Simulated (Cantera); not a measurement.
Gas mixture: C2H4 : C2H6 : H2 = 0.43 : 0.55 : 0.37 (molar parts), at 1000000 Pa, frozen composition.

Cantera's kinetic-theory transport with the Lennard-Jones parameters of GRI-Mech 3.0, ideal gas; thermal conductivity in the mixture-averaged form. The composition is frozen, though it would react at the higher temperatures.

D: mixture-averaged diffusion coefficient of that species in the mixture.

| T (K) | ρ (kg/m³) | cp (J/kg/K) | μ (µPa s) | λ (mW/m/K) | Pr | D (cm²/s) CO2 | D (cm²/s) O | D (cm²/s) CH3 |
|---|---|---|---|---|---|---|---|---|
| 400 | 6.54 | 2361 | 13.1 | 66.6 | 0.465 | 0.0252 | 0.0512 | 0.0359 |
| 500 | 5.23 | 2739 | 16.0 | 86.9 | 0.503 | 0.0382 | 0.0759 | 0.0537 |
| 600 | 4.36 | 3083 | 18.5 | 108 | 0.531 | 0.0532 | 0.104 | 0.0741 |
| 700 | 3.74 | 3379 | 21.0 | 129 | 0.551 | 0.0701 | 0.135 | 0.0970 |
| 800 | 3.27 | 3626 | [?] | [?] | 0.564 | [?] | [?] | [?] |
| 900 | 2.91 | 3842 | 25.3 | 170 | 0.573 | 0.109 | 0.207 | 0.150 |
| 1000 | 2.61 | 4058 | 27.4 | 190 | 0.584 | 0.131 | 0.248 | 0.179 |
| 1100 | 2.38 | 4233 | 29.3 | [?] | 0.590 | [?] | [?] | [?] |

Q: Fill in the missing entries.

A: 
- 800, μ (µPa s): 23.2
- 800, λ (mW/m/K): 149
- 800, D (cm²/s) CO2: 0.0888
- 800, D (cm²/s) O: 0.170
- 800, D (cm²/s) CH3: 0.122
- 1100, λ (mW/m/K): 210
- 1100, D (cm²/s) CO2: 0.154
- 1100, D (cm²/s) O: 0.291
- 1100, D (cm²/s) CH3: 0.210
